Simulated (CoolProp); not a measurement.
Saturation properties of carbonyl sulfide.

Computed with CoolProp (reference Helmholtz-energy equation of state, Lemmon 2006). It is a short technical equation, of lower accuracy than the large ones.

```csv
T (°C),p (MPa),liquid density (kg/m³),vapour density (kg/m³),liquid cp (kJ/(kg K)),surface tension (mN/m)
27.65,1.368,982.5,39.72,1.382,7.84
30.55,1.467,973.8,42.64,1.398,7.43
33.35,1.567,965.2,45.62,1.413,7.04
36.25,1.677,956.2,48.91,1.431,6.65
39.15,1.791,946.9,52.39,1.450,6.26
42.05,1.911,937.5,56.10,1.470,5.88
44.85,2.033,928.1,59.90,1.491,5.52
47.75,2.165,918.1,64.08,1.515,5.15
50.65,2.302,907.9,68.54,1.541,4.79
53.55,2.446,897.4,73.29,1.570,4.44
56.45,2.597,886.6,78.36,1.601,4.10
```

It boils at -50.2 °C under 1 atm.

Surface tension comes from a separate correlation (Mulero 2012).
